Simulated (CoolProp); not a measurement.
A Linde-Hampson liquefier for carbon monoxide: isothermal reversible compression at 200 K from 1 atm to 15 MPa, throttling to 1 atm, return gas leaving the recuperator 0 K below the feed. Each further row changes one setting.

Values from CoolProp's reference Helmholtz-energy equation of state, Lemmon 2006. It is a short technical equation, of lower accuracy than the large ones.

| case | liquid yield per pass | compression work (kJ/kg of gas) |
|---|---|---|
| as stated | (withheld) | 278 |
| high pressure 30 MPa | (withheld) | 316 |
| warm-end temperature 230 K | 0.152 | (withheld) |
| warm-end gap 5 K | (withheld) | 278 |

**Question.** Fill in the missing entries.

**Answer.** 
- as stated, liquid yield per pass: 0.226
- high pressure 30 MPa, liquid yield per pass: 0.280
- warm-end temperature 230 K, compression work (kJ/kg of gas): 330
- warm-end gap 5 K, liquid yield per pass: 0.214
